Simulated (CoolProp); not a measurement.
Isobutene at 293.15 K and 0.107 MPa is throttled through a valve to 0.0591 MPa with no heat exchange. Each further row changes one setting.

Computed with CoolProp (reference Helmholtz-energy equation of state, Lemmon 2005). It is a short technical equation, of lower accuracy than the large ones.

| case | temperature change (K) | final density (kg/m³) |
|---|---|---|
| as stated | (withheld) | 1.39 |
| outlet pressure 0.0177 MPa | (withheld) | 0.413 |
| outlet pressure 0.0768 MPa | (withheld) | (withheld) |

### Question
What belongs in the gaps?

### Answer

- as stated, temperature change (K): -1.4
- outlet pressure 0.0177 MPa, temperature change (K): -2.6
- outlet pressure 0.0768 MPa, temperature change (K): -0.9
- outlet pressure 0.0768 MPa, final density (kg/m³): 1.81
